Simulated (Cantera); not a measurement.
A closed system holds: 1 mol FeS, 0.36 mol SO2, 19 mol N2, 2.5 mol O2, equilibrated at 0.0120 bar.

These are equilibrium values from Cantera (NASA tables, ideal gas, pure condensed phases), not measurements of a reactor. Candidate condensed phases: Fe, FeO, FeS, FeSO4, FeS2, Fe2O3, Fe2(SO4)3, Fe3O4, S; 19 gas species. Equilibrium is a limit: real reactors are often held back by kinetics, nucleation or transport.

Question: At 948 K, list the 4 most abundant gas species with their mole fractions, and the condensed phases.

Answer: N2 0.902, SO2 0.0604, O2 0.0335, SO3 0.00417. Condensed: Fe2O3(s).
